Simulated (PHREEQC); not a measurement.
KOH is added in steps, without added water, to 1 kg of water holding 0.01 mol/kgw ZnCl2, at 25 °C. Oxygen alone is held at its pressure in air (log pO2 = -0.68). CO2 from the air is kept out. Solids allowed: Zincite(c), Zn5(OH)8Cl2. Others were left out.

Base run: PHREEQC, ion-association model, wateq4f.dat. Each further column changes one thing. The table gives pH.

```
KOH added (mol)   base  Debye-Hückel limiting law  Davies equation for every ion  all activity coefficients set to 1
---------------  -----  -------------------------  -----------------------------  ----------------------------------
0                 5.53                       5.59                           5.55                                5.39
0.00275           6.73                       6.78                           6.74                                6.56
0.006417          6.80                       6.83                           6.81                                6.65
0.009167          6.83                       6.87                           6.84                                6.75
0.01283           6.92                       6.96                           6.93                                6.86
0.01558           7.02                       7.06                           7.03                                6.91
0.01925           7.41                       7.44                           7.41                                7.30
0.022            11.24                      11.22                          11.24                               11.30
```
